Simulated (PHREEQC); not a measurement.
Dissolve 0.0025 mol/kgw HF, 0.0046 mol/kgw (CH3)4NF and 0.0029 mol/kgw HCl at 25 °C. Closed to the air; pH follows from the charge balance.

Model: ion-association model, wateq4f.dat, run in PHREEQC.

The pH comes out as 2.97 and the ionic strength is 0.00575 mol/kgw. The total alkalinity comes out as -5.40 meq/kg.

```json
[
 {"species": "(CH3)4N+", "molality": "0.00460", "activity": "0.00424", "log γ": "-0.035"},
 {"species": "HF", "molality": "0.00412", "activity": "0.00413", "log γ": "0.001"},
 {"species": "Cl-", "molality": "0.00290", "activity": "0.00267", "log γ": "-0.035"},
 {"species": "F-", "molality": "0.00280", "activity": "0.00258", "log γ": "-0.036"},
 {"species": "H+", "molality": "0.00115", "activity": "0.00107", "log γ": "-0.032"},
 {"species": "HF2-", "molality": "4.44e-5", "activity": "4.09e-5", "log γ": "-0.036"},
 {"species": "H2F2", "molality": "4.43e-5", "activity": "4.44e-5", "log γ": "0.001"}
]
```

This is a speciation only: nothing precipitates in the calculation. (CH3)4N+ isn't in the database: it is added as a free cation with an ion size of 4 Å.
